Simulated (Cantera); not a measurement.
Reactions in the system Cl-O-Ti

Source: NASA polynomial tables (part measured, part estimated), evaluated in Cantera. Values are per mole of reaction as written; species without (g) are pure solids or liquids, kept so even where they would boil at 1 bar.

8 Cl₂(g) + 2 Ti₂O₃ ⇌ 4 TiCl₄ + 3 O₂(g)

```json
[
 {"T (K)": "300", "ΔH° (kJ)": "-174.7", "ΔS° (J/K)": "-313.4", "ΔG° (kJ)": "-80.7", "log10 K": "14.05"},
 {"T (K)": "373", "ΔH° (kJ)": "-160.9", "ΔS° (J/K)": "-272.0", "ΔG° (kJ)": "-59.4", "log10 K": "8.32"},
 {"T (K)": "398", "ΔH° (kJ)": "-156.7", "ΔS° (J/K)": "-261.3", "ΔG° (kJ)": "-52.7", "log10 K": "6.92"},
 {"T (K)": "423", "ΔH° (kJ)": "-153.0", "ΔS° (J/K)": "-252.1", "ΔG° (kJ)": "-46.3", "log10 K": "5.72"},
 {"T (K)": "448", "ΔH° (kJ)": "-149.6", "ΔS° (J/K)": "-244.4", "ΔG° (kJ)": "-40.1", "log10 K": "4.68"},
 {"T (K)": "473", "ΔH° (kJ)": "-148.9", "ΔS° (J/K)": "-242.7", "ΔG° (kJ)": "-34.1", "log10 K": "3.76"},
 {"T (K)": "498", "ΔH° (kJ)": "-145.5", "ΔS° (J/K)": "-235.8", "ΔG° (kJ)": "-28.1", "log10 K": "2.95"},
 {"T (K)": "523", "ΔH° (kJ)": "-142.2", "ΔS° (J/K)": "-229.3", "ΔG° (kJ)": "-22.3", "log10 K": "2.23"},
 {"T (K)": "548", "ΔH° (kJ)": "-139.0", "ΔS° (J/K)": "-223.3", "ΔG° (kJ)": "-16.6", "log10 K": "1.59"}
]
```
